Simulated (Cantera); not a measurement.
A Cantera script and its output.

```python
import numpy as np
import cantera as ct

gas = ct.Solution("gri30.yaml")
gas.TPX = 1425, 500000, {'H2': 1, 'O2': 0.685, 'N2': 2.58, 'H2O': 0.62}
reactor = ct.IdealGasReactor(gas, energy="on", clone=False)
net = ct.ReactorNet([reactor])
net.rtol, net.atol = 1e-08, 1e-16
show = ['H2', 'O2', 'H2O', 'NO', 'OH', 'HO2']
times = np.geomspace(2e-06, 2, 12)

steps = ct.SolutionArray(gas, extra=["t"])
rows = []
print(f"{'t/s':>10s}{'T/K':>9s}{'P/Pa':>11s}" + "".join(f"{s:>11s}" for s in show))
for t in times:
    while net.time < t:
        t_next = net.step()
        steps.append(gas.state, t=t_next)
    rows.append([np.interp(t, steps.t, y) for y in (steps.T, steps.P, *steps(*show).X.T)])
    print(f"{t:10.3e}{rows[-1][0]:9.1f}{rows[-1][1]:11.4g}" + "".join(f"{x:11.3e}" for x in rows[-1][2:]))
rate = np.gradient(steps.T, steps.t)
print("integrator steps:", len(steps.t))
if steps.T.max() > steps.T[0] + 200:
    print(f"time of steepest temperature rise: {steps.t[rate.argmax()]:.4e} s")
gas.TPX = 1425, 500000, {'H2': 1, 'O2': 0.685, 'N2': 2.58, 'H2O': 0.62}
gas.equilibrate("UV")
print(f"equilibrium (UV): T = {gas.T:.1f} K  " + "  ".join(f"{s} {gas[s].X[0]:.3e}" for s in show))
```

It prints:

```
       t/s      T/K       P/Pa         H2         O2        H2O         NO         OH        HO2
 2.000e-06   1425.1      5e+05  2.047e-01  1.402e-01  1.269e-01  7.119e-14  1.980e-06  1.066e-05
 7.022e-06   2643.5  8.566e+05  2.234e-02  4.350e-02  3.182e-01  5.691e-05  2.875e-02  3.481e-05
 2.466e-05   2807.7  8.992e+05  1.263e-02  4.041e-02  3.371e-01  5.874e-04  2.394e-02  2.693e-05
 8.658e-05   2805.0  8.982e+05  1.264e-02  3.964e-02  3.373e-01  2.343e-03  2.368e-02  2.640e-05
 3.040e-04   2797.9  8.957e+05  1.266e-02  3.756e-02  3.378e-01  7.043e-03  2.298e-02  2.498e-05
 1.067e-03   2790.0  8.928e+05  1.270e-02  3.531e-02  3.383e-01  1.215e-02  2.222e-02  2.346e-05
 3.748e-03   2789.2  8.926e+05  1.271e-02  3.508e-02  3.383e-01  1.267e-02  2.215e-02  2.330e-05
 1.316e-02   2789.2  8.926e+05  1.271e-02  3.508e-02  3.383e-01  1.267e-02  2.215e-02  2.330e-05
 4.620e-02   2789.2  8.926e+05  1.271e-02  3.508e-02  3.383e-01  1.267e-02  2.215e-02  2.330e-05
 1.622e-01   2789.2  8.926e+05  1.271e-02  3.508e-02  3.383e-01  1.267e-02  2.215e-02  2.330e-05
 5.696e-01   2789.2  8.926e+05  1.271e-02  3.508e-02  3.383e-01  1.267e-02  2.215e-02  2.330e-05
 2.000e+00   2789.2  8.926e+05  1.271e-02  3.508e-02  3.383e-01  1.267e-02  2.215e-02  2.330e-05
integrator steps: 1145
time of steepest temperature rise: 5.0608e-06 s
equilibrium (UV): T = 2789.2 K  H2 1.271e-02  O2 3.508e-02  H2O 3.383e-01  NO 1.267e-02  OH 2.215e-02  HO2 2.330e-05
```

Cantera simulation using GRI-Mech 3.0 (53 species, 325 reactions); the numbers are that mechanism's predictions, not measurements. The hydrogen kinetics of GRI-Mech 3.0 are dated; newer H2 mechanisms differ, most at raised pressure.
